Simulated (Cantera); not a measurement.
An adiabatic, constant-volume homogeneous reactor starts with H2 : O2 : N2 = 1 : 0.455 : 4.23 (molar parts), at 1325 K and 4.60 bar. Integrator tolerance rtol = 1e-08.

Detailed kinetics in Cantera: GRI-Mech 3.0 (53 species, 325 reactions). The hydrogen kinetics of GRI-Mech 3.0 are dated; newer H2 mechanisms differ, most at raised pressure.

What does this change do: N2 4.23 to 2.6 parts?


```csv
quantity,before,after
time of steepest temperature rise,11.2 µs,7.86 µs
temperature at 0.400 s,2639 K,2935 K
equilibrium temperature,2639 K,2935 K
x(H2) at 0.400 s,0.0219 (gas-phase equilibrium 0.0219),0.0422 (gas-phase equilibrium 0.0422)
x(O2) at 0.400 s,0.000860 (gas-phase equilibrium 0.000860),0.00377 (gas-phase equilibrium 0.00377)
x(OH) at 0.400 s,0.00417 (gas-phase equilibrium 0.00417),0.0143 (gas-phase equilibrium 0.0143)
x(H) at 0.400 s,0.00230 (gas-phase equilibrium 0.00230),0.00878 (gas-phase equilibrium 0.00878)
x(HO2) at 0.400 s,7.15e-7 (gas-phase equilibrium 7.15e-7),4.74e-6 (gas-phase equilibrium 4.74e-6)
```

What does this change do: initial temperature 1325 to 1525 K?


```csv
quantity,before,after
time of steepest temperature rise,11.2 µs,4.97 µs
temperature at 0.400 s,2639 K,2752 K
equilibrium temperature,2639 K,2752 K
x(H2) at 0.400 s,0.0219 (gas-phase equilibrium 0.0219),0.0255 (gas-phase equilibrium 0.0255)
x(O2) at 0.400 s,0.000860 (gas-phase equilibrium 0.000860),0.00166 (gas-phase equilibrium 0.00166)
x(OH) at 0.400 s,0.00417 (gas-phase equilibrium 0.00417),0.00668 (gas-phase equilibrium 0.00668)
x(H) at 0.400 s,0.00230 (gas-phase equilibrium 0.00230),0.00399 (gas-phase equilibrium 0.00399)
x(HO2) at 0.400 s,7.15e-7 (gas-phase equilibrium 7.15e-7),1.44e-6 (gas-phase equilibrium 1.44e-6)
```

What does this change do: pressure from 4.60 bar to 5.00 bar?


```json
[
 {"quantity": "time of steepest temperature rise", "before": "11.2 µs", "after": "10.5 µs"},
 {"quantity": "temperature at 0.400 s", "before": "2639 K", "after": "2642 K"},
 {"quantity": "equilibrium temperature", "before": "2639 K", "after": "2642 K"},
 {"quantity": "x(H2) at 0.400 s", "before": "0.0219 (gas-phase equilibrium 0.0219)", "after": "0.0218 (gas-phase equilibrium 0.0218)"},
 {"quantity": "x(O2) at 0.400 s", "before": "0.000860 (gas-phase equilibrium 0.000860)", "after": "0.000821 (gas-phase equilibrium 0.000821)"},
 {"quantity": "x(OH) at 0.400 s", "before": "0.00417 (gas-phase equilibrium 0.00417)", "after": "0.00407 (gas-phase equilibrium 0.00407)"},
 {"quantity": "x(H) at 0.400 s", "before": "0.00230 (gas-phase equilibrium 0.00230)", "after": "0.00222 (gas-phase equilibrium 0.00222)"},
 {"quantity": "x(HO2) at 0.400 s", "before": "7.15e-7 (gas-phase equilibrium 7.15e-7)", "after": "7.10e-7 (gas-phase equilibrium 7.10e-7)"}
]
```
